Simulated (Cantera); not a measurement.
Input: 1 mol Si, 0.018 mol O₂, 900 mol N₂, equilibrated at 1675 °C.

These are equilibrium values from Cantera (NASA tables, ideal gas, pure condensed phases), not measurements of a reactor. Candidate condensed phases: Si, SiO₂, Si₂N₂O, Si₃N₄; 16 gas species. The tables' values for SiN are old estimates; treat these amounts as uncertain. Kinetics and transport are ignored.

log p: log10 of the partial pressure in bar; n: condensed amount in mol.

```
P (Pa)   log p N₂  log p Si  log p SiO  log p SiN  n Si₃N₄(s)
-------  --------  --------  ---------  ---------  ----------
0.100       -6.00     -8.97     -10.40     -12.50           0
2.50            …         …          …     -10.40           0
63              …         …          …      -8.30           0
1600        -1.80     -4.82      -6.19      -6.24           0
40000       -0.40     -5.09      -4.80      -5.82       0.313
1000000      1.00     -6.02      -3.40      -6.05       0.321
```

Question: Complete the blanks.

Answer: 
- 2.50, log p N₂: -4.60
- 2.50, log p Si: -7.57
- 2.50, log p SiO: -9.00
- 63, log p N₂: -3.20
- 63, log p Si: -6.17
- 63, log p SiO: -7.60
